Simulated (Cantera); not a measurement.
Feed: 1 mol FeS2, 0.48 mol H2S, 1.5 mol N2, at 1250 °C and 11000 Pa.

Method: chemical equilibrium by Gibbs-energy minimisation in Cantera with the NASA 1993 tables (ideal gas, pure condensed phases). Candidate condensed phases: Fe, FeS, FeS2, S; 16 gas species. FeS: taken at fixed stoichiometry. Rates play no part.

What is the equilibrium state?


| Item | Result |
|---|---|
| x(N2) | 0.569 |
| x(S2) | 0.248 |
| x(H2) | 0.117 |
| x(H2S) | 0.0631 |
| x(SH) | 0.00302 |
| x(S) | 7.95e-5 |
| x(H) | 2.39e-5 |
| n(FeS(l)) | 1.00 mol |
| gas amount | 2.637 mol |
| log10 activity of Fe(γ) (absent) | -1.54 |
| log10 activity of S(l) (absent) | -2.02 |
